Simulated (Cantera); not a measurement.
Charge: 1 mol SiCl4, 110 mol H2, at 0.0510 bar.

These are equilibrium values from Cantera (NASA tables, ideal gas, pure condensed phases), not measurements of a reactor. Candidate condensed phases: Si; 19 gas species. Kinetics and transport are ignored.

Over these rows the condensed part is Si(s). Partial pressures as log10 of bar:

```json
[
 {"T (K)": "925", "1000/T (1/K)": "1.0811", "log p SiCl4": "-3.59", "log p H2": "-1.30", "log p HCl": "-3.51"},
 {"T (K)": "1000", "1000/T (1/K)": "1.0000", "log p SiCl4": "?", "log p H2": "-1.30", "log p HCl": "-3.24"},
 {"T (K)": "1075", "1000/T (1/K)": "0.9302", "log p SiCl4": "-3.89", "log p H2": "-1.30", "log p HCl": "-3.03"},
 {"T (K)": "1150", "1000/T (1/K)": "0.8696", "log p SiCl4": "-4.24", "log p H2": "-1.30", "log p HCl": "-2.90"},
 {"T (K)": "1225", "1000/T (1/K)": "0.8163", "log p SiCl4": "-4.77", "log p H2": "-1.31", "log p HCl": "-2.84"},
 {"T (K)": "1300", "1000/T (1/K)": "0.7692", "log p SiCl4": "-5.38", "log p H2": "-1.31", "log p HCl": "-2.82"}
]
```

Task: Fit log p(SiCl4) = a + b·(1000/T) to the five rows, give the apparent enthalpy, and predict the row at 1000 K.

Result: Means: 1000/T = 0.8933, log p = -4.374. Sxy = 0.317256, Sxx = 0.0585219, so b = 5.42 and a = -4.374 − (5.42)×0.8933 = -9.22.
Apparent enthalpy: −19.145 × (5.42) = -104 kJ/mol. With the condensed phases at unit activity, Si(s) + 4 HCl(g) = SiCl4(g) + 2 H2(g) links this pressure to the main gases: over the six rows their terms move log p by +2.78 in all, so the slope isn't that reaction's ΔH° alone. The five rows lie within 0.33 of the line; that is curvature, so one enthalpy describes this range poorly.
Prediction at 1000 K: -9.22 + (5.42)×1.0000 = -3.80. The computed value is -3.69, 0.11 from the line.
